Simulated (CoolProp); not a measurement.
Ethylene along the isotherm 317.4 K: fugacity coefficient from the reference equation and from simpler models built on Tc = 282.4 K, pc = 5.042 MPa, ω = 0.087; each cubic takes its own stable root.

Computed with CoolProp (reference Helmholtz-energy equation of state, Smukala 2000).

```json
[
 {"p (MPa)": "3.36", "phase": "gas", "reference": "0.8491"},
 {"p (MPa)": "6.72", "phase": "supercritical", "reference": "0.7065"},
 {"p (MPa)": "10.1", "phase": "supercritical", "reference": "0.5775"},
 {"p (MPa)": "13.4", "phase": "supercritical", "reference": "0.4926"},
 {"p (MPa)": "16.8", "phase": "supercritical", "reference": "0.4384"},
 {"p (MPa)": "20.2", "phase": "supercritical", "reference": "0.4034"},
 {"p (MPa)": "23.5", "phase": "supercritical", "reference": "0.3807"},
 {"p (MPa)": "26.9", "phase": "supercritical", "reference": "0.3648"},
 {"p (MPa)": "30.3", "phase": "supercritical", "reference": "0.3542"},
 {"p (MPa)": "33.6", "phase": "supercritical", "reference": "0.3477"},
 {"p (MPa)": "37", "phase": "supercritical", "reference": "0.3439"},
 {"p (MPa)": "40.3", "phase": "supercritical", "reference": "0.3426"},
 {"p (MPa)": "43.7", "phase": "supercritical", "reference": "0.3431"},
 {"p (MPa)": "47.1", "phase": "supercritical", "reference": "0.3452"},
 {"p (MPa)": "50.4", "phase": "supercritical", "reference": "0.3487"}
]
```

### Question
How far does each simpler model (van der Waals, Soave-Redlich-Kwong, Peng-Robinson) lie from the reference over these 15 states: mean and median of the absolute difference, and the worst?

### Answer
- van der Waals: mean 12.9 %, median 11.7 %, worst +31.4 % at 317.4 K and 50.4 MPa
- Soave-Redlich-Kwong: mean 5.4 %, median 6.4 %, worst +8.3 % at 317.4 K and 50.4 MPa
- Peng-Robinson: mean 4.6 %, median 4.0 %, worst -7.7 % at 317.4 K and 50.4 MPa
